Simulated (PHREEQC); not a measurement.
A solution holds 0.013 mol HNO3 and 0.0085 mol Fe(NO3)3 per kg of water, at 20 °C. Closed to the air; pH follows from the charge balance.

Equilibrium calculation in PHREEQC: ion-association model, phreeqc.dat.

Precipitation was switched off in this run.

### Question
Order these Fe species by the share of Fe that they hold, largest first: Fe2(OH)2+4, Fe+3, Fe(OH)2+, FeOH+2, Fe3(OH)4+5.

### Answer
Fe+3 (78 %), FeOH+2 (15 %), Fe2(OH)2+4 (7.0 %), Fe3(OH)4+5 (0.28 %), Fe(OH)2+ (0.17 %)

The pH is 1.90 and the ionic strength 0.0614 mol/kgw. Saturation is exceeded, for instance for Hematite (slow to form), Goethite (slow to form); the values hold only as long as no solid forms.
